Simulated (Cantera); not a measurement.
**Thermodynamics of iron carbonyl, mercury and lead vapours, feed HgO + H₂ + N₂**

Charge: 1 mol HgO, a varied amount of H₂, 0.57 mol N₂, held at 0.310 bar.

Cantera equilibrium calculation (NASA polynomials, part measured and part estimated; ideal gas, pure solids and liquids). Candidate condensed phases: H₂O, Hg, HgO; 25 gas species. Equilibrium is a limit: real reactors are often held back by kinetics, nucleation or transport.

Question: Map the stable condensed phases over T = 327, 377, 427, 477, 527, 577, 627, 677, 727, 777, 827, 877, 927 °C and n(H₂) in mol = 0.21, 0.32, 0.49, 0.76, 1.2, 1.8, 2.7, 4.2, 6.4, 9.8.

Answer: 
```
T in °C \ n(H₂) in mol
         0.21 0.32 0.49 0.76  1.2  1.8  2.7  4.2  6.4  9.8
    927     A    A    A    A    A    A    A    A    A    A
    877     A    A    A    A    A    A    A    A    A    A
    827     A    A    A    A    A    A    A    A    A    A
    777     A    A    A    A    A    A    A    A    A    A
    727     A    A    A    A    A    A    A    A    A    A
    677     A    A    A    A    A    A    A    A    A    A
    627     A    A    A    A    A    A    A    A    A    A
    577     A    A    A    A    A    A    A    A    A    A
    527     A    A    A    A    A    A    A    A    A    A
    477     A    A    A    A    A    A    A    A    A    A
    427     A    A    A    A    A    A    A    A    A    A
    377     B    B    A    A    A    A    A    A    A    A
    327     B    B    B    B    A    A    A    A    A    A
```
A: gas only; B: HgO.
